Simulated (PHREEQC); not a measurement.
Dissolve 0.033 mol/kgw (CH3)4NCl, 0.0045 mol/kgw KCl and 0.18 mol/kgw FeSO4 at 25 °C. Closed to the air; pH follows from the charge balance.

Computed with PHREEQC (ion-association model, phreeqc.dat).

No solid was allowed to form.

Problem. Order these Fe species by the share of Fe that they hold, largest first: FeCl+, Fe+2, FeSO4.

Solution. Fe+2 (52 %), FeSO4 (47 %), FeCl+ (0.63 %)

The pH is 5.82 and the ionic strength 0.417 mol/kgw. Species that the database lacks are ignored. (CH3)4N+ isn't in the database: it is added as a free cation with an ion size of 4 Å.
